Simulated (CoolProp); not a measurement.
Vapour-liquid equilibrium of ethylbenzene (1) + p-xylene (2) at 0.0789 MPa; x and y are mole fractions of (1).

Model: multi-fluid Helmholtz-energy mixture model, Zhou 2012 and Zhou 2012; pair parameters Bell 2016, in CoolProp.

```json
[
 {"x": "0.05", "bubble temperature, mixture model (K)": "402.2", "bubble temperature, Raoult's law (K)": "402.2", "y, mixture model": "0.054", "y, Raoult's law": "0.053"},
 {"x": "0.125", "bubble temperature, mixture model (K)": "402.0", "bubble temperature, Raoult's law (K)": "402.1", "y, mixture model": "0.134", "y, Raoult's law": "0.132"},
 {"x": "0.2", "bubble temperature, mixture model (K)": "401.8", "bubble temperature, Raoult's law (K)": "401.9", "y, mixture model": "0.211", "y, Raoult's law": "0.210"},
 {"x": "0.275", "bubble temperature, mixture model (K)": "401.6", "bubble temperature, Raoult's law (K)": "401.8", "y, mixture model": "0.288", "y, Raoult's law": "0.287"},
 {"x": "0.35", "bubble temperature, mixture model (K)": "401.4", "bubble temperature, Raoult's law (K)": "401.6", "y, mixture model": "0.364", "y, Raoult's law": "0.364"},
 {"x": "0.425", "bubble temperature, mixture model (K)": "401.3", "bubble temperature, Raoult's law (K)": "401.4", "y, mixture model": "0.439", "y, Raoult's law": "0.440"},
 {"x": "0.5", "bubble temperature, mixture model (K)": "401.1", "bubble temperature, Raoult's law (K)": "401.3", "y, mixture model": "0.513", "y, Raoult's law": "0.515"},
 {"x": "0.575", "bubble temperature, mixture model (K)": "401.0", "bubble temperature, Raoult's law (K)": "401.1", "y, mixture model": "0.587", "y, Raoult's law": "0.590"},
 {"x": "0.65", "bubble temperature, mixture model (K)": "400.8", "bubble temperature, Raoult's law (K)": "401.0", "y, mixture model": "0.661", "y, Raoult's law": "0.663"},
 {"x": "0.725", "bubble temperature, mixture model (K)": "400.7", "bubble temperature, Raoult's law (K)": "400.8", "y, mixture model": "0.734", "y, Raoult's law": "0.737"},
 {"x": "0.8", "bubble temperature, mixture model (K)": "400.6", "bubble temperature, Raoult's law (K)": "400.7", "y, mixture model": "0.807", "y, Raoult's law": "0.809"},
 {"x": "0.875", "bubble temperature, mixture model (K)": "400.5", "bubble temperature, Raoult's law (K)": "400.5", "y, mixture model": "0.880", "y, Raoult's law": "0.881"},
 {"x": "0.95", "bubble temperature, mixture model (K)": "400.3", "bubble temperature, Raoult's law (K)": "400.3", "y, mixture model": "0.952", "y, Raoult's law": "0.953"}
]
```

The largest gap from Raoult's law is -0.2 K in bubble temperature, at x = 0.35. No azeotrope shows between x = 0.05 and 0.95.

Pair parameters are fitted to limited data, so mixtures are less certain than the pure fluids.
